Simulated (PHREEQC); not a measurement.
Solution (25 °C): 0.0055 mol HNO3 per kg of water. Closed to the air; pH follows from the charge balance.

Equilibrium calculation in PHREEQC: ion-association model, phreeqc.dat.

This is a speciation only: nothing precipitates in the calculation.

Q: What pH, specific conductance does the model give?

A: pH 2.29; specific conductance 2190 µS/cm.

Complexes and solids missing from the database can't appear.
